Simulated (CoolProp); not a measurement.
The numbers come from the reference Helmholtz-energy equation of state, Lemmon 2005 in CoolProp. It is a short technical equation, of lower accuracy than the large ones.

For isobutene, give the phase and the density (kg/m³), speed of sound (m/s), expansivity (1/kK) at 208.9 K and 255 kPa.


- 208.9 K and 255 kPa: liquid; density 688, speed of sound 1380, expansivity 1.51
